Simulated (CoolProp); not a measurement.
Vapour-liquid equilibrium of cyclohexane (1) + toluene (2) at 335.4 K; x and y are mole fractions of (1).

Model: multi-fluid Helmholtz-energy mixture model, Zhou 2014 and Lemmon 2006; pair parameters Bell 2016, in CoolProp.

| x | bubble pressure (kPa) | y at the bubble point | dew pressure at overall composition x (kPa) | liquid density (mol/L) |
|---|---|---|---|---|
| 0.05 | 22.96 | 0.160 | 21.03 | 8.962 |
| 0.125 | 26.72 | 0.331 | 22.31 | 8.943 |
| 0.2 | 30.18 | 0.454 | 23.75 | 8.924 |
| 0.275 | 33.36 | 0.547 | 25.37 | 8.905 |
| 0.35 | 36.30 | 0.620 | 27.21 | 8.887 |
| 0.425 | 39.03 | 0.681 | 29.30 | 8.870 |
| 0.5 | 41.58 | 0.733 | 31.70 | 8.853 |
| 0.575 | 43.98 | 0.779 | 34.45 | 8.837 |
| 0.65 | 46.27 | 0.821 | 37.60 | 8.822 |
| 0.725 | 48.47 | 0.861 | 41.16 | 8.808 |
| 0.8 | 50.60 | 0.899 | 45.10 | 8.796 |
| 0.875 | 52.69 | 0.936 | 49.27 | 8.784 |
| 0.95 | 54.75 | 0.974 | 53.45 | 8.774 |

No azeotrope shows between x = 0.05 and 0.95.

Pair parameters are fitted to limited data, so mixtures are less certain than the pure fluids.
